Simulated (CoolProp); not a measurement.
Vapour pressure (MPa) of tetradecamethylhexasiloxane (MD4M): the reference equation beside estimates from Tc = 653.2 K, pc = 0.8286 MPa, ω = 0.800. Clausius-Clapeyron is anchored at 351.3 K with a constant enthalpy of vaporisation of 71.78 kJ/mol.

Values from CoolProp's reference Helmholtz-energy equation of state, Thol 2019.

```tsv
T (K)	reference	Lee-Kesler	Clausius-Clapeyron	van der Waals	Soave-Redlich-Kwong	Peng-Robinson
302.7	[?]	2.234e-6	1.450e-6	0.01351	2.039e-6	3.076e-6
314.8	[?]	6.547e-6	4.341e-6	[?]	6.065e-6	8.700e-6
327	1.150e-5	1.756e-5	1.208e-5	0.02322	[?]	2.260e-5
339.1	3.061e-5	4.286e-5	[?]	0.02957	4.069e-5	5.363e-5
351.3	7.501e-5	9.765e-5	7.501e-5	0.03713	9.362e-5	0.0001191
363.4	[?]	[?]	0.0001700	0.04588	0.0001996	0.0002461
375.6	0.0003540	0.0004131	0.0003678	0.05606	0.0004025	0.0004824
387.7	[?]	0.0007783	0.0007537	0.06760	0.0007634	0.0008925
```

### Question
Complete the blanks.

### Answer

- 302.7, reference: 1.165e-6
- 314.8, reference: 3.863e-6
- 314.8, van der Waals: 0.01787
- 327, Soave-Redlich-Kwong: 1.648e-5
- 339.1, Clausius-Clapeyron: 3.098e-5
- 363.4, reference: 0.0001684
- 363.4, Lee-Kesler: 0.0002064
- 387.7, reference: 0.0006943

Absolute difference from the reference over all 8 rows, mean and median: Lee-Kesler 41.9 and 35.1 %, Clausius-Clapeyron 7.1 and 4.5 %, van der Waals 252785.4 and 72951.2 %, Soave-Redlich-Kwong 34.4 and 28.9 %, Peng-Robinson 78.8 and 67.0 %.
